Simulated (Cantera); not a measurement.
**Equilibrium for carbon deposition, reforming and gasification: CH₄ + NH₃ + H₂**

Charge: 1 mol CH₄, a varied amount of NH₃, 1.4 mol H₂, equilibrated at 2552 °C and 6.00 mbar.

Cantera equilibrium calculation (NASA polynomials, part measured and part estimated; ideal gas, pure solids and liquids). Candidate condensed phases: C, C₆H₆, C₇H₈, C₈H₁₈; 92 gas species. The numbers say what is thermodynamically allowed, not how fast it happens.

| n(NH₃) (mol) | log p H | log p H₂ | log p N₂ | log p HCN | log p C₂H₂ (acetylene) | log p C₃ | log p CN | log p HNC | n C(graphite) |
|---|---|---|---|---|---|---|---|---|---|
| 0.012 | -2.41 | -2.72 | -5.80 | -5.10 | -4.16 | -4.37 | -5.85 | -5.88 | 0.707 |
| 0.025 | -2.41 | -2.72 | -5.31 | -4.85 | -4.16 | -4.37 | -5.60 | -5.64 | 0.698 |
| 0.056 | -2.41 | -2.72 | -4.82 | -4.61 | -4.16 | -4.37 | -5.36 | -5.40 | 0.681 |
| 0.12 | -2.41 | -2.72 | -4.41 | -4.40 | -4.17 | -4.37 | -5.15 | -5.19 | 0.654 |
| 0.27 | -2.42 | -2.73 | -4.02 | -4.21 | -4.17 | -4.37 | -4.96 | -5.00 | 0.602 |
| 0.59 | -2.42 | -2.75 | -3.69 | -4.06 | -4.19 | -4.37 | -4.80 | -4.85 | 0.508 |
| 1.3 | -2.44 | -2.77 | -3.44 | -3.94 | -4.21 | -4.37 | -4.67 | -4.73 | 0.321 |
| 2.9 | -2.45 | -2.80 | -3.25 | -3.88 | -4.28 | -4.42 | -4.59 | -4.67 | 0 |
log p: log10 of the partial pressure in bar; n: condensed amount in mol.

From 0.012 mol NH₃ to 1.3 mol NH₃ the condensed part is C(graphite). At 2.9 mol NH₃ nothing is condensed. The main C-bearing gas is C₂H₂ (acetylene) at 0.012 mol NH₃ and HCN at 2.9 mol NH₃. The share of C in condensed phases is highest at 0.012 mol NH₃ (70.7 %) and lowest at 2.9 mol NH₃ (0.0 %).
